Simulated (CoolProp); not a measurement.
The fluid at 274.78 K and 3.56 MPa is compressed adiabatically to 26.6 MPa with isentropic efficiency 0.6. The same conditions are run with several fluids, on thermodynamics alone (safety and materials aside).

Values from CoolProp's reference Helmholtz-energy equation of state of each fluid (ethylene: Smukala 2000; methane: Setzmann 1991; oxygen: Schmidt 1985; dry air: Lemmon 2000). Blends and air are pseudo-pure fits.

```csv
fluid,work (kJ/kg),final temperature (K),final density (kg/m³)
ethylene,233,448.4,228
methane,?,?,93.6
oxygen,327,611.8,155
dry air,?,?,133
```

### Question
Some entries are withheld; supply them.

### Answer

- methane, work (kJ/kg): 587
- methane, final temperature (K): 515.3
- dry air, work (kJ/kg): 374
- dry air, final temperature (K): 626.6

Above 300 K oxygen's equation is extrapolated.
